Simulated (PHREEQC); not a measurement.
Dissolve 0.16 mol CuCl2, 0.0037 mol H2SO4 and 0.23 mol FeCl3 per kg of water at 2.4 °C. Closed to the air; pH follows from the charge balance.

Computed with PHREEQC (ion-association model, phreeqc.dat).

This is a speciation only: nothing precipitates in the calculation.

### Question
Order these S species by the share of S that they hold, largest first: SO4-2, FeHSO4+2, FeSO4+, HSO4-, CuSO4.

### Answer
FeSO4+ (68 %), SO4-2 (17 %), CuSO4 (11 %), FeHSO4+2 (2.6 %), HSO4- (1.7 %)

The pH is 2.08 and the ionic strength 1.04 mol/kgw. Saturation is exceeded, for instance for Hematite (slow to form), Goethite (slow to form); the values hold only as long as no solid forms. Ionic strength above about 0.7 mol/kgw puts this run outside the model's range. Constants without temperature data keep their 25 °C values here.
